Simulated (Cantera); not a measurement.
A Cantera script and what it prints.

```python
import numpy as np
import cantera as ct

gas_names = """
    H HO2 H2 H2O H2O2 Li LiH LiO LiOH Li2 Li2O Li2O2 Li2O2H2 O OH O2 O3
""".split()
cond_names = """
    H2O(s) H2O(L) Li(cr) Li(L) LiH(s) LiH(L) LiOH(s) LiOH(L) Li2O(s) Li2O(L)
""".split()


# ... load() reads the species with a 1 bar reference pressure and builds the phases ...
atoms = {
    'LiOH': {'Li': 1, 'O': 1, 'H': 1},
    'H2O': {'H': 2, 'O': 1},
}
top_T = {}  # K; cautious upper limits of use, not melting points


# ... equilibrate(T, P, feed) seeds the gas with the atoms and calls Mixture.equilibrate('TP', solver="vcs", rtol=1e-11, max_steps=5000) ...
results = []
P = 3600  # Pa
for T in [1250, 1350, 1450, 1550, 1650, 1750, 1850, 1950, 2050, 2150]:
    for m in [0.075, 0.13, 0.24, 0.42, 0.74, 1.3, 2.3, 4.1, 7.3]:
        feed = {'LiOH': 1, 'H2O': m}  # mol
        mix = equilibrate(T, P, feed)
        results.append((T, P, feed, dict(zip(mix.species_names, mix.species_moles))))

for T, P, feed, n in results:
    print(f"{T:7g} {feed['H2O']:10.4g}  " + (" + ".join(c for c in cond_names if n.get(c, 0) > 1e-12) or "gas only"))
```

Result:

```
   1250      0.075  Li2O(s)
   1250       0.13  Li2O(s)
   1250       0.24  Li2O(s)
   1250       0.42  Li2O(s)
   1250       0.74  Li2O(s)
   1250        1.3  Li2O(s)
   1250        2.3  Li2O(s)
   1250        4.1  Li2O(s)
   1250        7.3  Li2O(s)
   1350      0.075  Li2O(s)
   1350       0.13  Li2O(s)
   1350       0.24  Li2O(s)
   1350       0.42  Li2O(s)
   1350       0.74  Li2O(s)
   1350        1.3  Li2O(s)
   1350        2.3  Li2O(s)
   1350        4.1  Li2O(s)
   1350        7.3  Li2O(s)
   1450      0.075  Li2O(s)
   1450       0.13  Li2O(s)
   1450       0.24  Li2O(s)
   1450       0.42  Li2O(s)
   1450       0.74  Li2O(s)
   1450        1.3  Li2O(s)
   1450        2.3  Li2O(s)
   1450        4.1  Li2O(s)
   1450        7.3  Li2O(s)
   1550      0.075  Li2O(s)
   1550       0.13  Li2O(s)
   1550       0.24  Li2O(s)
   1550       0.42  Li2O(s)
   1550       0.74  Li2O(s)
   1550        1.3  Li2O(s)
   1550        2.3  Li2O(s)
   1550        4.1  gas only
   1550        7.3  gas only
   1650      0.075  Li2O(s)
   1650       0.13  Li2O(s)
   1650       0.24  Li2O(s)
   1650       0.42  Li2O(s)
   1650       0.74  Li2O(s)
   1650        1.3  gas only
   1650        2.3  gas only
   1650        4.1  gas only
   1650        7.3  gas only
   1750      0.075  Li2O(s)
   1750       0.13  Li2O(s)
   1750       0.24  Li2O(s)
   1750       0.42  Li2O(s)
   1750       0.74  gas only
   1750        1.3  gas only
   1750        2.3  gas only
   1750        4.1  gas only
   1750        7.3  gas only
   1850      0.075  Li2O(L)
   1850       0.13  gas only
   1850       0.24  gas only
   1850       0.42  gas only
   1850       0.74  gas only
   1850        1.3  gas only
   1850        2.3  gas only
   1850        4.1  gas only
   1850        7.3  gas only
   1950      0.075  gas only
   1950       0.13  gas only
   1950       0.24  gas only
   1950       0.42  gas only
   1950       0.74  gas only
   1950        1.3  gas only
   1950        2.3  gas only
   1950        4.1  gas only
   1950        7.3  gas only
   2050      0.075  gas only
   2050       0.13  gas only
   2050       0.24  gas only
   2050       0.42  gas only
   2050       0.74  gas only
   2050        1.3  gas only
   2050        2.3  gas only
   2050        4.1  gas only
   2050        7.3  gas only
   2150      0.075  gas only
   2150       0.13  gas only
   2150       0.24  gas only
   2150       0.42  gas only
   2150       0.74  gas only
   2150        1.3  gas only
   2150        2.3  gas only
   2150        4.1  gas only
   2150        7.3  gas only
```

These are equilibrium values from Cantera (NASA tables, ideal gas, pure condensed phases), not measurements of a reactor.
